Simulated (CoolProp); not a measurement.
Saturation properties of R134a.

Values from CoolProp's reference Helmholtz-energy equation of state, Tillner-Roth 1994.

```json
[
 {"T (K)": "186.1", "p (MPa)": "0.001999", "liquid density (kg/m³)": "1548", "surface tension (mN/m)": "24.7"},
 {"T (K)": "211.5", "p (MPa)": "0.01427", "liquid density (kg/m³)": "1479", "surface tension (mN/m)": "20.6"},
 {"T (K)": "236.9", "p (MPa)": "0.06212", "liquid density (kg/m³)": "1407", "surface tension (mN/m)": "16.7"},
 {"T (K)": "262.3", "p (MPa)": "0.1940", "liquid density (kg/m³)": "1330", "surface tension (mN/m)": "13.0"},
 {"T (K)": "287.8", "p (MPa)": "0.4829", "liquid density (kg/m³)": "1245", "surface tension (mN/m)": "9.41"},
 {"T (K)": "313.2", "p (MPa)": "1.018", "liquid density (kg/m³)": "1147", "surface tension (mN/m)": "6.11"},
 {"T (K)": "338.6", "p (MPa)": "1.909", "liquid density (kg/m³)": "1023", "surface tension (mN/m)": "3.13"},
 {"T (K)": "364", "p (MPa)": "3.301", "liquid density (kg/m³)": "828.2", "surface tension (mN/m)": "0.664"}
]
```

It boils at 247.1 K under 1 atm.

Surface tension comes from a separate correlation (Mulero 2012).
